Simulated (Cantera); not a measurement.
An isothermal, constant-pressure homogeneous reactor starts with 22.2 % NH₃, 77.8 % N₂, at 1700 K and 10.00 Torr.

Model: the gas-phase N/H chemistry of the illustrative SiF4/NH3 mechanism in the Surface Chemkin manual (1991), integrated in Cantera. Walls and surfaces, which speed up NH3 decomposition in real reactors, are not modelled.

Problem. Predict: x(NH₃) at 2.00 s; x(N) at 2.00 s; x(N₂) at 2.00 s; x(N₂H₄) at 2.00 s; x(H₂) at 2.00 s; x(N₂H₂) at 2.00 s.

Solution. 
```
Item                                                  Value
-----------------  ----------------------------------------
x(NH₃) at 2.00 s      0.202 (gas-phase equilibrium 5.82e-8)
x(N) at 2.00 s     1.04e-7 (gas-phase equilibrium 4.09e-11)
x(N₂) at 2.00 s         0.773 (gas-phase equilibrium 0.727)
x(N₂H₄) at 2.00 s    4.05e-9 (gas-phase equilibrium <1e-12)
x(H₂) at 2.00 s        0.0251 (gas-phase equilibrium 0.272)
x(N₂H₂) at 2.00 s    1.18e-6 (gas-phase equilibrium <1e-12)
```
